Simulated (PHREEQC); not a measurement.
Consider water at 70 °C with 0.017 mol/kgw CuSO4. Closed to the air; pH follows from the charge balance.

Computed with PHREEQC (ion-association model, phreeqc.dat).

No solid was allowed to form.

Task: What pH, specific conductance does the model give?

Result: pH 4.36; specific conductance 4800 µS/cm.

Task: In which forms is Cu present?

Result: Cu+2 62 %, CuSO4 37 %, Cu2(OH)2+2 0.7 % of the Cu.

Species that the database lacks are ignored. Away from 25 °C the constants follow the database's enthalpies or fits; those with neither stay at their 25 °C values.
